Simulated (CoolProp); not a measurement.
Sulfur dioxide along the isotherm 455.6 K: density (kg/m³) from the reference equation and from simpler models built on Tc = 430.6 K, pc = 78.87 bar, ω = 0.256; each cubic takes its own stable root.

The numbers come from the reference Helmholtz-energy equation of state, Gao 2016 in CoolProp.

```json
[
 {"p (bar)": "25", "phase": "gas", "reference": "46.76", "Redlich-Kwong": "46.83", "Soave-Redlich-Kwong": "46.67", "Peng-Robinson": "47.24"},
 {"p (bar)": "50", "phase": "gas", "reference": "106.6", "Redlich-Kwong": "106.9", "Soave-Redlich-Kwong": "105.8", "Peng-Robinson": "108.7"},
 {"p (bar)": "75", "phase": "gas", "reference": "193.1", "Redlich-Kwong": "194.6", "Soave-Redlich-Kwong": "189.4", "Peng-Robinson": "197.7"},
 {"p (bar)": "100", "phase": "supercritical", "reference": "361.6", "Redlich-Kwong": "376.1", "Soave-Redlich-Kwong": "339.0", "Peng-Robinson": "359.6"},
 {"p (bar)": "125", "phase": "supercritical", "reference": "653.8", "Redlich-Kwong": "583.5", "Soave-Redlich-Kwong": "539.3", "Peng-Robinson": "581.8"},
 {"p (bar)": "150", "phase": "supercritical", "reference": "774.4", "Redlich-Kwong": "671.4", "Soave-Redlich-Kwong": "640.0", "Peng-Robinson": "698.2"},
 {"p (bar)": "175", "phase": "supercritical", "reference": "836.8", "Redlich-Kwong": "727.1", "Soave-Redlich-Kwong": "701.7", "Peng-Robinson": "769.7"},
 {"p (bar)": "200", "phase": "supercritical", "reference": "879.4", "Redlich-Kwong": "768.7", "Soave-Redlich-Kwong": "746.9", "Peng-Robinson": "821.8"},
 {"p (bar)": "225", "phase": "supercritical", "reference": "912.1", "Redlich-Kwong": "802.2", "Soave-Redlich-Kwong": "782.9", "Peng-Robinson": "863.1"},
 {"p (bar)": "250", "phase": "supercritical", "reference": "938.8", "Redlich-Kwong": "830.4", "Soave-Redlich-Kwong": "812.9", "Peng-Robinson": "897.5"},
 {"p (bar)": "275", "phase": "supercritical", "reference": "961.5", "Redlich-Kwong": "854.9", "Soave-Redlich-Kwong": "838.8", "Peng-Robinson": "927.0"},
 {"p (bar)": "300", "phase": "supercritical", "reference": "981.3", "Redlich-Kwong": "876.5", "Soave-Redlich-Kwong": "861.5", "Peng-Robinson": "952.9"},
 {"p (bar)": "325", "phase": "supercritical", "reference": "998.9", "Redlich-Kwong": "895.9", "Soave-Redlich-Kwong": "881.9", "Peng-Robinson": "976.1"},
 {"p (bar)": "350", "phase": "supercritical", "reference": "1015", "Redlich-Kwong": "913.5", "Soave-Redlich-Kwong": "900.3", "Peng-Robinson": "996.9"}
]
```
